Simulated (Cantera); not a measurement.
Input: 1 mol TiO2, 1400 mol H2, 0.94 mol H2O, at 2173.15 K and 1.40 mbar.

Cantera equilibrium calculation (NASA polynomials, part measured and part estimated; ideal gas, pure solids and liquids). Candidate condensed phases: H2O, Ti, TiO, TiO2, Ti2O3, Ti3O5, Ti4O7; 12 gas species. Rates play no part.

Base state: H2 0.877, H 0.121, H2O 0.00126, TiO 0.000611, TiO2 3.86e-5, OH 2.32e-5, Ti 2.05e-5 (mole fractions); condensed: gas only.

Q: What changes in the equilibrium state with this change: temperature from 2173.15 K to 1998.15 K?

A: 
| species | before | after |
|---|---|---|
| H2 | 0.877 | 0.957 |
| H | 0.121 | 0.0420 |
| H2O | 0.00126 | 0.00112 |
| TiO | 0.000611 | 0.000248 |
| OH | 2.32e-5 | 4.89e-6 |
| Ti | 2.05e-5 | 4.41e-6 |
| Ti2O3(s), mol | 0 | 0.304 |
